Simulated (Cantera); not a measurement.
# Equilibrium for hydrogen reduction and annealing atmospheres: FeS2 + H2 + H2O

A closed system holds: 1 mol FeS2, 340 mol H2, 0.17 mol H2O, held at 1825 K and 0.840 bar.

Equilibrium computed with Cantera from the NASA thermochemical tables; the gas is ideal and each condensed phase is pure. Candidate condensed phases: Fe, FeO, Fe(OH)2, Fe(OH)3, FeS, FeSO4, FeS2, Fe2O3, Fe2(SO4)3, Fe3O4, H2O, H2SO4, S; 22 gas species. Equilibrium is a limit: real reactors are often held back by kinetics, nucleation or transport.

The x(H2) is 0.993 and the x(H2S) comes out as 0.00551. The x(H2O) is 0.000499. The x(H) is 0.000479, the x(SH) is 0.000283 and the x(Fe) is 4.98e-5. The x(S2) comes out as 3.70e-5. The x(S) is 6.02e-6. The n(Fe(l)) is 0.983 mol and the gas amount is 340.3 mol. The log10 activity of S(l) (absent) is -3.73.
